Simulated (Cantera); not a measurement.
## Low-pressure radical oxidation in H2/O2

An isothermal, constant-pressure homogeneous reactor starts with H2 : O2 : N2 = 0.013 : 1 : 1 (molar parts), at 1350 K and 10.00 Torr.

Computed with Cantera and the H2/O2 subset of GRI-Mech 3.0, which has no nitrogen chemistry. Radical loss at walls, strong at low pressure, is not modelled.

```
t (s)        x H2   x O2     x H2O       x O    x H2O2       x H
--------  -------  -----  --------  --------  --------  --------
1.00e-5   0.00646  0.497    <1e-12  3.69e-11    <1e-12  3.29e-10
2.98e-5   0.00646  0.497  7.35e-12  2.87e-10    <1e-12  8.12e-10
8.91e-5   0.00646  0.497  1.49e-10   1.84e-9    <1e-12   1.57e-9
0.000266  0.00646  0.497   2.33e-9   9.34e-9  2.10e-12   2.72e-9
0.000794  0.00646  0.497   3.48e-8   5.55e-8  1.71e-11   8.36e-9
0.00237   0.00646  0.497   1.29e-6   1.23e-6  1.21e-10   1.48e-7
0.00707   0.00327  0.494   0.00244   0.00216   1.74e-8  0.000265
0.0211    3.23e-5  0.491   0.00593   0.00548   7.41e-9  0.000249
0.0630    3.00e-5  0.491   0.00596   0.00507   7.26e-9  0.000222
0.188     2.44e-5  0.492   0.00603   0.00408   6.83e-9  0.000161
0.561     1.45e-5  0.493   0.00617   0.00237   5.67e-9   7.21e-5
1.68      5.00e-6  0.494   0.00632  0.000804   3.46e-9   1.44e-5
5.00      1.04e-6  0.495   0.00641  0.000165   1.30e-9   1.35e-6
```
x: mole fraction; the columns are a selection and need not sum to one.

Equilibrium at this temperature and pressure: H2 1.64e-8, O2 0.495, H2O 0.00647, O 2.59e-6, H2O2 4.17e-11, H 2.66e-9 (gas phase only).
